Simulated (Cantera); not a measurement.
# Si + H2O + H2 (thermal oxidation and active oxidation of silicon)

A closed system holds: 1 mol Si, 0.029 mol H2O, 50 mol H2, held at 0.0250 bar.

Method: chemical equilibrium by Gibbs-energy minimisation in Cantera with the NASA 1993 tables (ideal gas, pure condensed phases). Candidate condensed phases: H2O, Si, SiO2; 18 gas species. Mutual solubility and eutectic melting of coexisting phases are not modelled. The tables hold silica as quartz up to 1696 K and as liquid above; real silica turns to tridymite and cristobalite and melts near 1996 K. Gases not in the tables: Si2H6 and higher silanes. The numbers say what is thermodynamically allowed, not how fast it happens.

| T (K) | x H2 | x H | x SiO | x Si | x SiH | x SiH2 | x Si2 | x Si3 | n Si(s) | n SiO2(β-quartz) | n Si(l) |
|---|---|---|---|---|---|---|---|---|---|---|---|
| 1098 | 1.000 | 1.56e-7 | 8.60e-7 | <1e-12 | 4.19e-12 | 1.25e-9 | <1e-12 | <1e-12 | 0.985 | 0.0145 | 0 |
| 1198 | 1.000 | 1.20e-6 | 2.02e-5 | 5.15e-11 | 1.24e-10 | 1.14e-8 | <1e-12 | <1e-12 | 0.985 | 0.0140 | 0 |
| 1298 | 1.000 | 6.78e-6 | 0.000290 | 1.63e-9 | 2.16e-9 | 7.39e-8 | <1e-12 | <1e-12 | 0.978 | 0.00724 | 0 |
| 1398 | 0.999 | 2.99e-5 | 0.000579 | 3.12e-8 | 2.48e-8 | 3.65e-7 | 1.82e-11 | 2.63e-12 | 0.971 | 0 | 0 |
| 1498 | 0.999 | 0.000109 | 0.000579 | 4.01e-7 | 2.05e-7 | 1.46e-6 | 5.06e-10 | 9.13e-11 | 0.971 | 0 | 0 |
| 1598 | 0.999 | 0.000336 | 0.000579 | 3.74e-6 | 1.30e-6 | 4.89e-6 | 9.21e-9 | 2.01e-9 | 0.971 | 0 | 0 |
| 1698 | 0.998 | 0.000914 | 0.000579 | 2.63e-5 | 6.46e-6 | 1.39e-5 | 1.14e-7 | 2.88e-8 | 0 | 0 | 0.969 |
| 1798 | 0.997 | 0.00222 | 0.000579 | 0.000123 | 2.23e-5 | 2.94e-5 | 7.41e-7 | 1.77e-7 | 0 | 0 | 0.962 |
| 1898 | 0.994 | 0.00493 | 0.000578 | 0.000491 | 6.76e-5 | 5.72e-5 | 3.93e-6 | 8.87e-7 | 0 | 0 | 0.940 |
x: gas mole fraction; n: condensed amount in mol.

From 1098 K to 1298 K the condensed part is Si(s) + SiO2(β-quartz). From 1398 K to 1598 K the condensed part is Si(s). From 1698 K to 1898 K the condensed part is Si(l). The main Si-bearing gas is SiO throughout. The share of Si in condensed phases is highest at 1098 K (100.0 %) and lowest at 1898 K (94.0 %).
